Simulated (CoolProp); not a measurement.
Vapour pressure (bar) of cis-2-butene: the reference equation beside estimates from Tc = 162.6 °C, pc = 42.36 bar, ω = 0.202.

Computed with CoolProp (reference Helmholtz-energy equation of state, Lemmon 2005). It is a short technical equation, of lower accuracy than the large ones.

```
T (°C)  reference  Lee-Kesler  van der Waals  Soave-Redlich-Kwong  Peng-Robinson
------  ---------  ----------  -------------  -------------------  -------------
-52.95    0.05981     0.05831          1.264              0.05950        0.06372
-32.85     0.1952      0.1911          2.221               0.1937         0.2019
-12.75     0.5159      0.5089          3.595               0.5124         0.5237
7.35        1.161       1.155          5.459                1.157          1.167
27.35       2.303       2.306          7.865                2.305          2.302
47.45       4.163       4.186          10.90                4.188          4.156
67.55       6.973       7.022          14.59                7.047          6.968
87.65       10.99       11.06          19.00                11.15          11.01
107.65      16.47       16.56          24.14                16.75          16.56
```

Absolute difference from the reference over all 9 rows, mean and median: Lee-Kesler 1.0 and 0.6 %, van der Waals 516.7 and 241.5 %, Soave-Redlich-Kwong 0.8 and 0.7 %, Peng-Robinson 1.4 and 0.5 %.
